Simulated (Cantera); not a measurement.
Adiabatic ignition

An adiabatic, constant-volume homogeneous reactor starts with CH4 : O2 : N2 : CO2 = 1 : 2.27 : 8.55 : 0.86 (molar parts), equivalence ratio 0.88, at 1675 K and 61000 Pa.

Model: GRI-Mech 3.0 (53 species, 325 reactions), integrated in Cantera.

```tsv
t (s)	T (K)	P (bar)	x CH4	x O2	x CO2	x CH2CO	x NO2	x HCO	x N2O
6.00e-6	1675	0.610	0.0789	0.179	0.0678	<1e-12	<1e-12	5.66e-12	7.10e-12
1.28e-5	1675	0.610	0.0788	0.179	0.0678	<1e-12	<1e-12	3.16e-11	2.51e-11
2.72e-5	1675	0.610	0.0788	0.179	0.0678	1.80e-12	<1e-12	1.91e-10	9.49e-11
5.79e-5	1675	0.610	0.0787	0.179	0.0678	1.01e-10	<1e-12	1.44e-9	3.57e-10
0.000123	1675	0.610	0.0784	0.179	0.0678	9.11e-9	<1e-12	1.69e-8	1.24e-9
0.000262	1683	0.613	0.0755	0.177	0.0678	2.43e-6	<1e-12	5.50e-7	5.44e-9
0.000558	2711	1.04	<1e-12	0.0446	0.0834	<1e-12	2.26e-7	4.58e-8	4.58e-7
0.00119	2760	1.06	<1e-12	0.0417	0.0865	<1e-12	1.52e-6	4.13e-8	5.90e-7
0.00253	2754	1.05	<1e-12	0.0395	0.0865	<1e-12	3.08e-6	4.07e-8	6.34e-7
0.00538	2750	1.05	<1e-12	0.0383	0.0866	<1e-12	3.92e-6	4.03e-8	6.72e-7
0.0114	2750	1.05	<1e-12	0.0381	0.0866	<1e-12	4.03e-6	4.03e-8	6.77e-7
0.0244	2750	1.05	<1e-12	0.0381	0.0866	<1e-12	4.03e-6	4.03e-8	6.77e-7
0.0519	2750	1.05	<1e-12	0.0381	0.0866	<1e-12	4.03e-6	4.03e-8	6.77e-7
0.110	2750	1.05	<1e-12	0.0381	0.0866	<1e-12	4.03e-6	4.03e-8	6.77e-7
0.235	2750	1.05	<1e-12	0.0381	0.0866	<1e-12	4.03e-6	4.03e-8	6.77e-7
0.500	2750	1.05	<1e-12	0.0381	0.0866	<1e-12	4.03e-6	4.03e-8	6.77e-7
```
x: mole fraction; the columns are a selection and need not sum to one.

- time of steepest temperature rise = 0.405 ms
- temperature at 0.500 s = 2750 K
- equilibrium temperature = 2750 K
- x(CH4) at 0.500 s = <1e-12 (gas-phase equilibrium <1e-12)
- x(O2) at 0.500 s = 0.0381 (gas-phase equilibrium 0.0381)
- x(CO2) at 0.500 s = 0.0866 (gas-phase equilibrium 0.0866)
